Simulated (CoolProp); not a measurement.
Vapour-liquid equilibrium of methanol (1) + ethanol (2) at 25.6 bar; x and y are mole fractions of (1).

Model: multi-fluid Helmholtz-energy mixture model, de Reuck 1993 and Schroeder 2014; pair parameters Bell 2016, in CoolProp.

```
x     bubble temperature, mixture model (°C)  bubble temperature, Raoult's law (°C)  y, mixture model  y, Raoult's law
----  --------------------------------------  -------------------------------------  ----------------  ---------------
0.05                                   191.5                                  191.4             0.061            0.067
0.15                                   189.9                                  189.7             0.178            0.194
0.25                                   188.3                                  188.1             0.289            0.312
0.35                                   186.9                                  186.5             0.395            0.423
0.45                                   185.4                                  184.9             0.499            0.528
0.55                                   184.0                                  183.4             0.599            0.626
0.65                                   182.5                                  181.9             0.695            0.718
0.75                                   181.1                                  180.5             0.788            0.804
0.85                                   179.5                                  179.2             0.877            0.886
0.95                                   178.0                                  177.8             0.960            0.963
```

The largest gap from Raoult's law is +0.6 K in bubble temperature, at x = 0.65. No azeotrope shows between x = 0.05 and 0.95.

The pair parameters rest on a limited set of measurements; away from them the model extrapolates.
